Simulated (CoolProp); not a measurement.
Properties of R1224YDZ along the isotherm 471.6 K (Tc = 428.7 K, pc = 33.34 bar, ω = 0.325).

Values from CoolProp's reference Helmholtz-energy equation of state, Akasaka 2023.

| p (bar) | phase | Z | speed of sound (m/s) | Joule-Thomson coefficient (K/MPa) | isothermal compressibility (1/MPa) |
|---|---|---|---|---|---|
| 3.13 | gas | 0.9765 | 163.8 | 7.043 | 3.273 |
| 6.25 | gas | 0.9525 | 160.3 | 7.246 | 1.682 |
| 9.38 | gas | 0.9277 | 156.7 | 7.461 | 1.152 |
| 12.5 | gas | 0.9025 | 153.1 | 7.687 | 0.8910 |
| 15.6 | gas | 0.8767 | 149.4 | 7.923 | 0.7372 |
| 18.8 | gas | 0.8493 | 145.5 | 8.176 | 0.6341 |
| 21.9 | gas | 0.8220 | 141.7 | 8.429 | 0.5651 |
| 25 | gas | 0.7940 | 137.9 | 8.686 | 0.5156 |
| 28.1 | gas | 0.7651 | 134.0 | 8.943 | 0.4794 |
| 31.3 | gas | 0.7344 | 130.0 | 9.200 | 0.4523 |
| 34.4 | supercritical | 0.7037 | 126.1 | 9.436 | 0.4338 |
| 37.5 | supercritical | 0.6719 | 122.3 | 9.650 | 0.4217 |
| 40.6 | supercritical | 0.6390 | 118.4 | 9.836 | 0.4159 |
| 43.8 | supercritical | 0.6035 | 114.4 | 9.992 | 0.4166 |
| 46.9 | supercritical | 0.5673 | 110.4 | 10.09 | 0.4249 |
| 50 | supercritical | 0.5290 | 106.4 | 10.10 | 0.4400 |
